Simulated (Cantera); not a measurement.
Cantera run:

```python
import numpy as np
import cantera as ct

gas_names = """
    C CN CO CO2 C2 CCN CNC C2N2 C2O C3 C3O2 C4 C4N2 C5 N NCO NO NO2 NO3 N2 N2O O O2 O3 Si SiC SiC2 SiN
    SiO SiO2 Si2 Si2C Si2N Si3
""".split()
cond_names = """
    C(gr) Si(cr) Si(L) SiC(b) SiO2(Lqz) SiO2(hqz) SiO2(L) Si2N2O(s) Si3N4(a)
""".split()


def load(file, names, dense=False):
    # The tables refer to 1 bar. Condensed volumes are neglected.
    table = {s.name: s for s in ct.Species.list_from_file(file)}
    out = []
    for n in names:
        d = dict(table[n].input_data)
        d["thermo"] = dict(d["thermo"], **{"reference-pressure": 1e5})
        if dense:
            d["equation-of-state"] = {"model": "constant-volume", "density": "1e6 g/cm^3"}
        out.append(ct.Species.from_dict(d))
    return out


gas = ct.Solution(thermo="ideal-gas", species=load("nasa_gas.yaml", gas_names))
cond = {s.name: ct.Solution(thermo="fixed-stoichiometry", species=[s], name=s.name)
        for s in load("nasa_condensed.yaml", cond_names, dense=True)}
atoms = {
    'Si': {'Si': 1},
    'CO2': {'C': 1, 'O': 2},
    'N2': {'N': 2},
}
top_T = {'C(gr)': 4500, 'SiC(b)': 3050, 'Si2N2O(s)': 2100, 'Si3N4(a)': 2400}  # K; cautious upper limits of use, not melting points


def equilibrate(T, P, feed):
    n = {}
    for name, mol in feed.items():
        for a, k in atoms[name].items():
            n[a] = n.get(a, 0.0) + k * mol
    gas.TPX = T, P, n
    mass = sum(n.values()) * gas.mean_molecular_weight
    gas.equilibrate("TP")
    valid = [c for c in cond.values() if c.min_temp <= T <= top_T.get(c.name, c.max_temp)]
    mix = ct.Mixture([(gas, mass / gas.mean_molecular_weight)] + [(c, 0.0) for c in valid])
    mix.T, mix.P = T, P
    mix.equilibrate("TP", solver="vcs", rtol=1e-11, max_steps=5000)
    return mix


results = []
feed = {'Si': 1, 'CO2': 2.4, 'N2': 1.3}  # mol
P = 680  # Pa
for T in [1023, 1098, 1173, 1248, 1323, 1398, 1473, 1548, 1623, 1698, 1773, 1848]:
    mix = equilibrate(T, P, feed)
    results.append((T, P, feed, dict(zip(mix.species_names, mix.species_moles))))

top = {s: max(r[3][s] / sum(r[3][g] for g in gas_names) for r in results) for s in gas_names}
cols = sorted((s for s in top if top[s] > 1e-06), key=lambda s: -top[s])[:8]
seen = [c for c in cond_names if any(r[3].get(c, 0) > 1e-12 for r in results)]
print("log10 of partial pressures in bar; condensed amounts in mol")
print(f"{'T/K':>10s}" + "".join(f"{s[:9]:>10s}" for s in cols + seen))
for T, P, feed, n in results:
    ng = sum(n[g] for g in gas_names)
    print(f"{T:10.4g}" + "".join(f"{np.log10(max(n[s] / ng * P / 1e5, 1e-99)):10.3f}" for s in cols)
          + "".join(f"{n.get(c, 0):10.4g}" for c in seen))
```

It prints:

```
log10 of partial pressures in bar; condensed amounts in mol
       T/K        CO        N2       CO2       SiO        NO      SiO2         O SiO2(hqz)   SiO2(L)
      1023    -2.435    -2.622    -3.134   -16.832   -15.900   -21.328   -20.089         1         0
      1098    -2.435    -2.622    -3.134   -15.030   -14.596   -19.247   -18.222         1         0
      1173    -2.435    -2.622    -3.134   -13.462   -13.460   -17.434   -16.594         1         0
      1248    -2.435    -2.622    -3.134   -12.084   -12.461   -15.841   -15.162         1         0
      1323    -2.435    -2.622    -3.134   -10.866   -11.577   -14.431   -13.893         1         0
      1398    -2.435    -2.622    -3.134    -9.780   -10.787   -13.175   -12.760         1         0
      1473    -2.435    -2.622    -3.134    -8.806   -10.079   -12.048   -11.743         1         0
      1548    -2.435    -2.622    -3.134    -7.929    -9.440   -11.032   -10.824         1         0
      1623    -2.435    -2.622    -3.134    -7.134    -8.861   -10.112    -9.991         1         0
      1698    -2.435    -2.622    -3.133    -6.412    -8.333    -9.274    -9.231         0    0.9998
      1773    -2.435    -2.622    -3.133    -5.763    -7.850    -8.520    -8.535         0    0.9991
      1848    -2.436    -2.622    -3.130    -5.172    -7.404    -7.829    -7.893         0    0.9963
```

Cantera equilibrium calculation (NASA polynomials, part measured and part estimated; ideal gas, pure solids and liquids). The tables hold silica as quartz up to 1696 K and as liquid above; real silica turns to tridymite and cristobalite and melts near 1996 K.
